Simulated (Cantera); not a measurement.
A closed system holds: 1 mol Si3N4, 15 mol NF3, 0.63 mol H2, 18 mol H2O, at 1923.15 K and 49.0 mbar.

Equilibrium computed with Cantera from the NASA thermochemical tables; the gas is ideal and each condensed phase is pure. Candidate condensed phases: H2O, Si, SiO2, Si2N2O, Si3N4; 58 gas species. The tables' values for SiF3 are old estimates; treat these amounts as uncertain. The tables hold silica as quartz up to 1696 K and as liquid above; real silica turns to tridymite and cristobalite and melts near 1996 K. Rates play no part.

Base state: HF 0.604, N2 0.169, O2 0.140, SiF4 0.0507, H2O 0.0314, NO 0.00233, OH 0.00149, O 0.000613 (mole fractions); condensed: SiO2(condensed).

Q: What changes in the equilibrium state with this change: temperature from 1923.15 K to 2075 K?

A: 
```
species                before    after
--------------------  -------  -------
HF                      0.604    0.612
N2                      0.169    0.168
O2                      0.140    0.138
H2O                    0.0314   0.0252
SiF4                   0.0507   0.0476
SiO                   8.00e-7  2.74e-5
SiO2                  1.31e-6  1.81e-5
SiO2(condensed), mol    0.166        0
SiO2(l), mol                0    0.311
```
The tables' values for SiF3, SiO2 are old estimates; treat these amounts as uncertain.
